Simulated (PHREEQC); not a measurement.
1 kg of water holding 0.049 mol/kgw KCl, 0.3 mol/kgw SrCl2, 0.049 mol/kgw NaCl and 0.33 mol/kgw CaCl2 is evaporated at 25 °C; the solids stay in contact with the brine. No CO2 enters from the air. Solids allowed: Halite, Portlandite, Sylvite. Others were left out.

All values are PHREEQC results (Pitzer model, pitzer.dat), not measurements.

| water left (kg) | ionic strength | water activity | Halite (mol) | Ca in solution (mol/kgw) | Sr in solution (mol/kgw) | K in solution (mol/kgw) |
|---|---|---|---|---|---|---|
| 1 | 1.99 | 0.965 | 0 | 0.330 | 0.300 | 0.0490 |
| 0.8219 | 2.42 | [?] | 0 | 0.402 | 0.365 | 0.0596 |
| 0.6755 | 2.94 | [?] | 0 | 0.489 | 0.444 | 0.0725 |
| 0.5552 | 3.58 | [?] | 0 | 0.594 | 0.540 | 0.0883 |
| 0.4563 | 4.36 | [?] | 0 | 0.723 | 0.657 | 0.107 |
| 0.375 | 5.30 | 0.882 | 0 | 0.880 | 0.800 | 0.131 |
| 0.3082 | 6.45 | 0.846 | 0 | 1.07 | 0.973 | 0.159 |
| 0.2533 | 7.85 | [?] | 0 | 1.30 | 1.18 | 0.193 |
| 0.2082 | 9.55 | 0.733 | 0 | 1.58 | 1.44 | 0.235 |
| 0.1711 | 11.6 | [?] | 0 | 1.93 | 1.75 | 0.286 |
| 0.1407 | 14.1 | [?] | 0 | 2.35 | 2.13 | 0.348 |
| 0.1156 | 17.0 | 0.436 | 0.0192 | 2.85 | 2.59 | 0.424 |

**Question.** Complete the blanks.

**Answer.** 
- 0.8219, water activity: 0.956
- 0.6755, water activity: 0.945
- 0.5552, water activity: 0.930
- 0.4563, water activity: 0.909
- 0.2533, water activity: 0.797
- 0.1711, water activity: 0.650
- 0.1407, water activity: 0.548
